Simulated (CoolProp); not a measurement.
A single-stage vapour-compression cycle with cis-2-butene: evaporating at 258.15 K (dew point), condensing at 313.15 K (bubble point), superheat 2 K, subcooling 0 K, compressor efficiency 0.75, no pressure losses. Each further row changes one setting.

Model: reference Helmholtz-energy equation of state, Lemmon 2005, in CoolProp. It is a short technical equation, of lower accuracy than the large ones.

```json
[
 {"case": "as stated", "cooling COP": "2.88", "pressure ratio": "7.23", "discharge temperature (K)": "340.7", "refrigerating effect (kJ/kg)": "314", "volumetric capacity (kJ/m³)": "389"},
 {"case": "evaporating temperature 263.15 K", "cooling COP": "3.30", "pressure ratio": "?", "discharge temperature (K)": "337.2", "refrigerating effect (kJ/kg)": "319", "volumetric capacity (kJ/m³)": "?"},
 {"case": "condensing temperature 308.15 K", "cooling COP": "3.25", "pressure ratio": "?", "discharge temperature (K)": "?", "refrigerating effect (kJ/kg)": "325", "volumetric capacity (kJ/m³)": "403"},
 {"case": "subcooling 5 K", "cooling COP": "?", "pressure ratio": "7.23", "discharge temperature (K)": "340.7", "refrigerating effect (kJ/kg)": "325", "volumetric capacity (kJ/m³)": "403"},
 {"case": "superheat 12 K", "cooling COP": "2.89", "pressure ratio": "7.23", "discharge temperature (K)": "351.2", "refrigerating effect (kJ/kg)": "327", "volumetric capacity (kJ/m³)": "389"},
 {"case": "compressor efficiency 0.65", "cooling COP": "?", "pressure ratio": "7.23", "discharge temperature (K)": "350.5", "refrigerating effect (kJ/kg)": "314", "volumetric capacity (kJ/m³)": "389"}
]
```

Task: What belongs in the gaps?

Result: 
- evaporating temperature 263.15 K, pressure ratio: 5.81
- evaporating temperature 263.15 K, volumetric capacity (kJ/m³): 486
- condensing temperature 308.15 K, pressure ratio: 6.24
- condensing temperature 308.15 K, discharge temperature (K): 334.6
- subcooling 5 K, cooling COP: 2.99
- compressor efficiency 0.65, cooling COP: 2.50
